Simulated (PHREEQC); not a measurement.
A PHREEQC speciation (ion-association model, phreeqc.dat) at 25 °C gives pH 11.78 and these molalities:

```json
[
 {"species": "Na+", "mol/kgw": "0.123"},
 {"species": "CO3-2", "mol/kgw": "0.0413"},
 {"species": "NaCO3-", "mol/kgw": "0.0311"},
 {"species": "OH-", "mol/kgw": "0.00873"},
 {"species": "HCO3-", "mol/kgw": "0.000605"},
 {"species": "NaHCO3", "mol/kgw": "2.42e-5"}
]
```

### Question
What are the element totals, and what could have been dissolved in 1 kg of water to give them?

### Answer
One answer among several that fit: totals C(4) 0.0730, Na 0.154 mol/kgw, from 0.0081 mol NaOH and 0.073 mol Na2CO3 per kg of water.

This is a speciation only: nothing precipitates in the calculation. Species that the database lacks are ignored. Under pressure, the constants of complexes without a molar volume in the database are unreliable.
